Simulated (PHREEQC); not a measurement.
A column of 0.2 m (30 cells, dispersivity 0.007 m, 720 s a shift, diffusion coefficient 3e-10 m²/s) holds 0.067 eq of the database's cation exchanger X per kg of pore water, first in equilibrium with 0.033 mol KBr, 0.091 mol ZnSO4, 0.02 mol MgCl2 and 1e-05 mol HCl per kg of water. It is flushed with 40 mmol/kgw ZnSO4, 5.2 mmol/kgw MgCl2 and 0.01 mmol/kgw HCl, at 25 °C. Values are for the last cell. No CO2 enters from the air. Precipitation was switched off in this run.

Equilibrium calculation in PHREEQC: ion-association model, phreeqc.dat.

| pore volumes | Br in solution (mol/kgw) | K in solution (mol/kgw) | Mg in solution (mol/kgw) | Cl in solution (mol/kgw) | Zn in solution (mol/kgw) | KX on the exchanger (mol/kgw) |
|---|---|---|---|---|---|---|
| 0 | 0.0330 | 0.0330 | 0.0200 | 0.0400 | 0.0910 | 0.0150 |
| 0.2833 | 0.0330 | 0.0330 | 0.0200 | 0.0400 | 0.0910 | 0.0150 |
| 0.55 | 0.0325 | 0.0328 | 0.0198 | 0.0396 | 0.0901 | 0.0149 |
| 0.6833 | 0.0299 | 0.0318 | 0.0187 | 0.0372 | 0.0852 | 0.0149 |
| 0.95 | 0.0173 | 0.0259 | 0.0133 | 0.0259 | 0.0621 | 0.0144 |
| 1.217 | 0.00631 | 0.0188 | 0.00866 | … | 0.0429 | 0.0129 |
| 1.483 | 0.00171 | 0.0135 | 0.00658 | … | 0.0361 | 0.0104 |
| 1.617 | 0.000826 | 0.0113 | 0.00610 | 0.0112 | 0.0355 | 0.00893 |
| 1.883 | 0.000175 | 0.00738 | 0.00560 | 0.0106 | 0.0364 | 0.00593 |
| 2.15 | 3.38e-5 | 0.00440 | 0.00538 | 0.0104 | 0.0377 | 0.00355 |
| 2.417 | 6.14e-6 | 0.00243 | … | 0.0104 | … | 0.00196 |
| 2.55 | 2.57e-6 | 0.00176 | 0.00525 | 0.0104 | 0.0391 | … |
| 2.817 | 4.41e-7 | 0.000897 | 0.00522 | 0.0104 | 0.0395 | 0.000720 |
| 3.083 | 7.35e-8 | 0.000438 | 0.00521 | 0.0104 | 0.0398 | 0.000352 |
| 3.35 | 1.20e-8 | 0.000208 | 0.00520 | 0.0104 | 0.0399 | 0.000167 |
| 3.483 | 4.85e-9 | 0.000142 | 0.00520 | 0.0104 | 0.0399 | 0.000114 |
| 3.75 | 7.79e-10 | 6.51e-5 | 0.00520 | 0.0104 | 0.0400 | 5.22e-5 |
| 4.017 | 1.24e-10 | 2.94e-5 | 0.00520 | 0.0104 | 0.0400 | 2.36e-5 |

### Question
What belongs in the gaps?

### Answer

- 1.217, Cl in solution (mol/kgw): 0.0161
- 1.483, Cl in solution (mol/kgw): 0.0119
- 2.417, Mg in solution (mol/kgw): 0.00528
- 2.417, Zn in solution (mol/kgw): 0.0387
- 2.55, KX on the exchanger (mol/kgw): 0.00142
